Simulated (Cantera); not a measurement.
**Pyrogenic steam for wet oxidation**

A perfectly stirred reactor is fed with H2 : O2 : N2 = 1.8 : 1 : 1 (molar parts), equivalence ratio 0.90, at 0.296 atm; it is held at 1248 K, and followed from long to short residence time.

Model: the H2/O2 subset of GRI-Mech 3.0, which has no nitrogen chemistry, integrated in Cantera. The temperature is held fixed by assumption; the heat of reaction is taken as removed at once.

```tsv
τ (s)	x H2	x O2	x OH	x O	x HO2	x H2O	x H
0.31	0.00144	0.0350	0.000621	7.58e-5	1.35e-5	0.618	9.91e-5
0.13	0.00251	0.0354	0.000842	0.000141	1.80e-5	0.617	0.000233
0.053	0.00437	0.0363	0.00115	0.000263	2.26e-5	0.614	0.000554
0.022	0.00742	0.0377	0.00156	0.000480	2.69e-5	0.609	0.00127
0.0089	0.0125	0.0401	0.00212	0.000876	3.11e-5	0.600	0.00289
0.0037	0.0201	0.0440	0.00284	0.00154	3.54e-5	0.586	0.00615
0.0015	0.0318	0.0502	0.00380	0.00270	4.05e-5	0.563	0.0127
0.00062	0.0478	0.0593	0.00499	0.00458	4.64e-5	0.530	0.0243
0.00025	0.0703	0.0726	0.00646	0.00762	5.31e-5	0.479	0.0441
0.00010	0.101	0.0912	0.00810	0.0120	5.92e-5	0.409	0.0732
```
x: mole fraction; the columns are a selection and need not sum to one.
